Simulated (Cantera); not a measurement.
An isothermal, constant-pressure homogeneous reactor starts with NH3 : N2 = 1 : 0.11 (molar parts), at 1900 K and 10.00 Torr. Integrator tolerance rtol = 1e-08.

Computed with Cantera and the gas-phase N/H chemistry of the illustrative SiF4/NH3 mechanism in the Surface Chemkin manual (1991). Walls and surfaces, which speed up NH3 decomposition in real reactors, are not modelled.

Problem. What does this change do: temperature 1900 to 1598 K?

Solution. 
```tsv
quantity	before	after
x(NH3) at 50.0 s	4.53e-5 (gas-phase equilibrium 1.01e-7)	0.567 (gas-phase equilibrium 1.99e-7)
x(N2H4) at 50.0 s	<1e-12 (gas-phase equilibrium <1e-12)	6.33e-9 (gas-phase equilibrium <1e-12)
x(NH2) at 50.0 s	9.20e-7 (gas-phase equilibrium 2.33e-9)	0.000129 (gas-phase equilibrium 2.60e-10)
x(H) at 50.0 s	0.00513 (gas-phase equilibrium 0.00581)	2.52e-5 (gas-phase equilibrium 0.000391)
x(N2) at 50.0 s	0.288 (gas-phase equilibrium 0.288)	0.170 (gas-phase equilibrium 0.289)
x(NH) at 50.0 s	2.65e-7 (gas-phase equilibrium 7.63e-10)	8.49e-7 (gas-phase equilibrium 1.07e-11)
x(N) at 50.0 s	2.81e-7 (gas-phase equilibrium 9.15e-10)	3.47e-8 (gas-phase equilibrium 2.97e-12)
```
